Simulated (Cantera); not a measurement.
Mixture: CH₄ : O₂ : N₂ = 1 : 2.82 : 12.7 (molar parts), at 1.20 bar, adiabatic and at constant pressure. Ignition delay is the time to a rise of 400 K.

Model: GRI-Mech 3.0 (53 species, 325 reactions), integrated in Cantera.

Problem. What does this change do: pressure from 1.20 bar to 5.00 bar?

Solution. 
```json
[
 {"quantity": "delay at 1273 K", "before": "14.2 ms", "after": "4.00 ms"},
 {"quantity": "delay at 1473 K", "before": "1.36 ms", "after": "0.447 ms"},
 {"quantity": "delay at 1673 K", "before": "0.240 ms", "after": "75.2 µs"},
 {"quantity": "delay at 1873 K", "before": "68.2 µs", "after": "19.4 µs"},
 {"quantity": "delay at 2073 K", "before": "26.1 µs", "after": "6.95 µs"},
 {"quantity": "apparent activation energy between 1973 and 2173 K", "before": "150 kJ/mol", "after": "160 kJ/mol"}
]
```

Problem. What does this change do: CH4 1 to 2.8 parts?

Solution. 
```json
[
 {"quantity": "delay at 1273 K", "before": "14.2 ms", "after": "24.9 ms"},
 {"quantity": "delay at 1473 K", "before": "1.36 ms", "after": "2.17 ms"},
 {"quantity": "delay at 1673 K", "before": "0.240 ms", "after": "0.308 ms"},
 {"quantity": "delay at 1873 K", "before": "68.2 µs", "after": "75.3 µs"},
 {"quantity": "delay at 2073 K", "before": "26.1 µs", "after": "27.1 µs"},
 {"quantity": "apparent activation energy between 1973 and 2173 K", "before": "150 kJ/mol", "after": "160 kJ/mol"}
]
```

Problem. What does this change do: pressure from 1.20 bar to 8.10 bar?

Solution. 
```csv
quantity,before,after
delay at 1273 K,14.2 ms,2.48 ms
delay at 1473 K,1.36 ms,0.298 ms
delay at 1673 K,0.240 ms,51.5 µs
delay at 1873 K,68.2 µs,13.0 µs
delay at 2073 K,26.1 µs,4.55 µs
apparent activation energy between 1973 and 2173 K,150 kJ/mol,160 kJ/mol
```
